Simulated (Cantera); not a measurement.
Gas mixture: 100 % O₂, at 1280 Torr, frozen composition.

Cantera's kinetic-theory transport with the Lennard-Jones parameters of GRI-Mech 3.0, ideal gas; thermal conductivity in the multicomponent form.

D: mixture-averaged diffusion coefficient of that species in the mixture.

```
T (K)  ρ (kg/m³)  cp (J/kg/K)  μ (µPa s)  λ (mW/m/K)     Pr  D (cm²/s) N₂  D (cm²/s) CH₄  D (cm²/s) CO₂
-----  ---------  -----------  ---------  ----------  -----  ------------  -------------  -------------
400         1.64        941.4       25.6        33.9  0.712    (withheld)          0.225          0.157
500         1.31        971.4       30.0        41.1  0.711    (withheld)          0.331          0.234
600         1.09         1003       34.1        48.1  0.710    (withheld)          0.453          0.322
700        0.935         1031       37.8        54.9  0.710    (withheld)          0.589          0.421
800        0.818         1055       41.4        61.5  0.710    (withheld)          0.738          0.529
900        0.727         1074       44.7        67.7  0.709    (withheld)          0.900          0.646
1000       0.654         1090       47.9        73.7  0.709    (withheld)           1.07          0.772
1100       0.595         1103       51.0        79.4  0.709    (withheld)           1.26          0.907
```

Question: Some entries are withheld; supply them.

Answer: 
- 400, D (cm²/s) N₂: 0.206
- 500, D (cm²/s) N₂: 0.302
- 600, D (cm²/s) N₂: 0.412
- 700, D (cm²/s) N₂: 0.534
- 800, D (cm²/s) N₂: 0.669
- 900, D (cm²/s) N₂: 0.814
- 1000, D (cm²/s) N₂: 0.971
- 1100, D (cm²/s) N₂: 1.14
